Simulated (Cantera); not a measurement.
Cantera with NASA thermochemical tables; ideal gases at 1 bar, condensed phases pure. Values are per mole of reaction as written; species without (g) are pure solids or liquids, kept so even where they would boil at 1 bar.

6 HCl(g) + 3 Pb + N2(g) ⇌ 3 PbCl2(g) + 2 NH3(g), with ΔH° = -60.3 kJ and ΔS° = -170.5 J/K at 300 K.

**Question.** How far is the shortcut ΔG° ≈ ΔH°(300 K) − T·ΔS°(300 K) from the full temperature-dependent value at 1000, 1050, 1100, 1150, 1200, 1250, 1300, 1350, 1400, 1450, 1500 K?

**Answer.** 
```csv
T (K),shortcut (kJ),full (kJ),difference (kJ),difference in log10 K,condensed phases
1000,110.2,139.4,-29.1,1.52,Pb(l)
1050,118.8,151.3,-32.5,1.62,Pb(l)
1100,127.3,163.2,-35.9,1.71,Pb(l)
1150,135.8,175.3,-39.4,1.79,Pb(l)
1200,144.3,187.3,-43.0,1.87,Pb(l)
1250,152.9,199.4,-46.6,1.95,Pb(l)
1300,161.4,211.6,-50.2,2.02,Pb(l)
1350,169.9,223.8,-53.9,2.08,Pb(l)
1400,178.4,236.0,-57.6,2.15,Pb(l)
1450,187.0,248.3,-61.3,2.21,Pb(l)
1500,195.5,260.6,-65.1,2.27,Pb(l)
```
The shortcut ignores heat capacities and the phase changes listed.
